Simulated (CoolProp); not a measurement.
A simple Rankine cycle with n-hexane: condensing at 302.15 K, boiler at 0.753 MPa, turbine inlet 463.1 K, turbine efficiency 0.7, pump efficiency 0.7, no recuperator. Each further row changes one setting.

Model: reference Helmholtz-energy equation of state, Thol 2019, in CoolProp.

```
case                             thermal efficiency (%)  net work (kJ/kg)  heat in (kJ/kg)  turbine exit temperature (K)  volume ratio over the turbine
-------------------------------  ----------------------  ----------------  ---------------  ----------------------------  -----------------------------
as stated                                          13.9              93.6              672                             …                           32.2
turbine inlet 483.1 K                              13.7              98.8              723                         433.4                           31.6
condensing temperature 294.15 K                    14.9                 …              690                         408.5                           45.1
boiler pressure 0.527 MPa                          12.7              86.2              679                         419.4                           21.8
turbine efficiency 0.6                             11.9                 …              672                         418.9                           32.6
```

### Question
What belongs in the gaps?

### Answer

- as stated, turbine exit temperature (K): 412.7
- condensing temperature 294.15 K, net work (kJ/kg): 103
- turbine efficiency 0.6, net work (kJ/kg): 80.0
